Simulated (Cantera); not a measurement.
A closed system holds: 1 mol CO2, 0.072 mol SO2, 4 mol O2, equilibrated at 2900 °C and 0.133 bar.

Equilibrium computed with Cantera from the NASA thermochemical tables; the gas is ideal and each condensed phase is pure. Candidate condensed phases: C, S; 22 gas species. The numbers say what is thermodynamically allowed, not how fast it happens.

Question: What is the equilibrium state?

Answer: 
```
Item                                       Result
--------------------------------------  ---------
x(O2)                                       0.468
x(O)                                        0.372
x(CO)                                       0.106
x(CO2)                                     0.0439
x(SO2)                                    0.00704
x(SO)                                     0.00341
x(S)                                     0.000328
x(SO3)                                    1.29e-6
gas amount                              6.681 mol
log10 activity of S(l) (absent)             -5.87
log10 activity of C(graphite) (absent)      -7.53
```
